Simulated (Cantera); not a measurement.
C₂H₆ + CO₂ (carbon deposition, reforming and gasification)

Input: 1 mol C₂H₆, 0.13 mol CO₂, held at 0.0100 bar.

Equilibrium computed with Cantera from the NASA thermochemical tables; the gas is ideal and each condensed phase is pure. Candidate condensed phases: C, C₆H₆, C₇H₈, C₈H₁₈, H₂O; 110 gas species. Rates play no part.

From 1398 K to 2373 K the condensed part is C(graphite). The main C-bearing gas is CO throughout.

```
T (K)  log p H₂  log p H  log p CO  log p C₂H₂ (acetylene)  log p C₂H  n C(graphite)
-----  --------  -------  --------  ----------------------  ---------  -------------
1398      -2.04    -6.34     -3.10                   -7.65       <-14           1.87
1473      -2.04    -5.92     -3.10                   -7.22     -13.90           1.87
1548      -2.04    -5.53     -3.10                   -6.84     -12.93           1.87
1623      -2.04    -5.18     -3.10                   -6.49     -12.06           1.87
1698      -2.04    -4.86     -3.10                   -6.18     -11.26           1.87
1773      -2.04    -4.56     -3.10                   -5.89     -10.53           1.87
1848      -2.04    -4.29     -3.10                   -5.63      -9.86           1.87
1923      -2.04    -4.05     -3.10                   -5.39      -9.24           1.87
1998      -2.04    -3.82     -3.10                   -5.16      -8.67           1.87
2073      -2.05    -3.60     -3.10                   -4.96      -8.14           1.86
2148      -2.06    -3.41     -3.11                   -4.77      -7.65           1.86
2223      -2.07    -3.23     -3.11                   -4.60      -7.20           1.85
2298      -2.08    -3.06     -3.12                   -4.45      -6.77           1.85
2373      -2.10    -2.90     -3.13                   -4.31      -6.38           1.84
```
log p: log10 of the partial pressure in bar; n: condensed amount in mol.
